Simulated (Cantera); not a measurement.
A perfectly stirred reactor is fed with 0.192 % CO, 3.84 % O₂, 0.0288 % H₂O, 95.9 % N₂, equivalence ratio 0.025, at 2930 Torr; it is held at 1375 K, and followed from long to short residence time.

Computed with Cantera and GRI-Mech 3.0 (53 species, 325 reactions).

Question: Predict: x(CO) at τ = 15.0 s; x(O₂) at τ = 15.0 s; x(H₂O) at τ = 15.0 s; x(NO) at τ = 15.0 s; x(NO₂) at τ = 15.0 s; x(CO) at τ = 0.100 s; x(O₂) at τ = 0.100 s; x(H₂O) at τ = 0.100 s; x(NO) at τ = 0.100 s; x(NO₂) at τ = 0.100 s.

Answer: 
| Quantity | Result |
|---|---|
| x(CO) at τ = 15.0 s | 6.40e-6 |
| x(O₂) at τ = 15.0 s | 0.0375 |
| x(H₂O) at τ = 15.0 s | 0.000287 |
| x(NO) at τ = 15.0 s | 1.62e-6 |
| x(NO₂) at τ = 15.0 s | 4.59e-8 |
| x(CO) at τ = 0.100 s | 0.000252 |
| x(O₂) at τ = 0.100 s | 0.0376 |
| x(H₂O) at τ = 0.100 s | 0.000285 |
| x(NO) at τ = 0.100 s | 1.53e-6 |
| x(NO₂) at τ = 0.100 s | 7.21e-8 |
